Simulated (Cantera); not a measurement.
A perfectly stirred reactor is fed with 6.93 % CH₄, 19.6 % O₂, 73.5 % N₂, equivalence ratio 0.71, at 18.0 bar; it is adiabatic with a 323 K inlet, and is followed from long to short residence time, starting on the burning branch (τ in s: 0.081, 0.03, 0.011, 0.0039, 0.0014, 0.00053, 0.00019, 7e-05, 2.5e-05).

Cantera simulation using GRI-Mech 3.0 (53 species, 325 reactions); the numbers are that mechanism's predictions, not measurements. The pressure lies above the range GRI-Mech 3.0 was tuned for (to about 10 atm).

x: mole fraction; the columns are a selection and need not sum to one.

| τ (s) | T (K) | x CH₄ | x O₂ | x O | x C₂H₄ | x CH₂ |
|---|---|---|---|---|---|---|
| 0.081 | 1879 | 2.72e-6 | 0.0568 | 1.55e-5 | 3.93e-10 | 5.09e-9 |
| 0.030 | 1878 | 6.83e-6 | 0.0568 | 1.76e-5 | [?] | 1.36e-8 |
| 0.011 | 1877 | 1.63e-5 | 0.0569 | 2.24e-5 | [?] | 3.66e-8 |
| 0.0039 | 1873 | 3.74e-5 | 0.0571 | 3.25e-5 | [?] | 9.96e-8 |
| 0.0014 | 1866 | 8.35e-5 | 0.0575 | 5.05e-5 | [?] | 2.60e-7 |
| 0.00053 | 1850 | 0.000187 | 0.0586 | 7.64e-5 | [?] | 6.16e-7 |
| 0.00019 | 1800 | 0.000595 | 0.0622 | 9.69e-5 | [?] | 1.34e-6 |
| 7.0e-5 | 323 | 0.0693 | 0.196 | <1e-12 | <1e-12 | <1e-12 |
| 2.5e-5 | 323 | 0.0693 | 0.196 | <1e-12 | <1e-12 | <1e-12 |

Question: Fill in the missing entries.

Answer: 
- 0.030, x C₂H₄: 2.42e-9
- 0.011, x C₂H₄: 1.30e-8
- 0.0039, x C₂H₄: 6.18e-8
- 0.0014, x C₂H₄: 2.58e-7
- 0.00053, x C₂H₄: 1.02e-6
- 0.00019, x C₂H₄: 7.50e-6
